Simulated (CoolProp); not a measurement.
n-hexane at several states: density (kg/m³) from the reference equation and from simpler models built on Tc = 507.8 K, pc = 3.044 MPa, ω = 0.300; each cubic takes its own stable root.

Values from CoolProp's reference Helmholtz-energy equation of state, Thol 2019.

```
T (K)  p (MPa)   phase  reference
-----  -------  ------  ---------
302.5    0.359  liquid      651.2
578.8     2.82     gas      65.28
366.8     17.2  liquid      616.3
561     0.0701     gas      1.303
527.6     2.11     gas      55.35
380.9     2.88  liquid      578.6
```

Question: How far does each simpler model (Redlich-Kwong, Soave-Redlich-Kwong, Peng-Robinson) lie from the reference over these 6 states: mean and median of the absolute difference, and the worst?

Answer: 
- Redlich-Kwong: mean 6.6 %, median 6.2 %, worst -14.0 % at 380.9 K and 2.88 MPa
- Soave-Redlich-Kwong: mean 5.1 %, median 4.8 %, worst -10.0 % at 380.9 K and 2.88 MPa
- Peng-Robinson: mean 1.7 %, median 1.8 %, worst +3.3 % at 366.8 K and 17.2 MPa
